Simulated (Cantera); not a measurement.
An isothermal plug-flow reactor at 825 K and 353 Torr (inlet), inlet velocity 1.8 m/s, active area per volume 120 1/m; feed H2 : O2 : N2 = 0.0075 : 0.081 : 0.79 (molar parts), equivalence ratio 0.046.

Computed with Cantera and Deutschmann's 1995 Pt surface mechanism with GRI-Mech 3.0 gas chemistry. Catalytic surfaces can have several steady states; this one follows from the mechanism file's or the stated starting coverage. Mass transfer to the wall is taken as infinitely fast.

One state of this run: x H2 = 0.00798; x O2 = 0.0919; x H2O = 0.000558; θ free Pt = 0.178; θ O* = 0.821; θ OH* = 0.00162. x: gas mole fraction; θ: surface coverage.

Question: Which value of z (m) does it belong to?
(A) 0.0035
(B) 0.0012
(C) 0.00016
(D) 0.00074

Answer: C, 0.00016
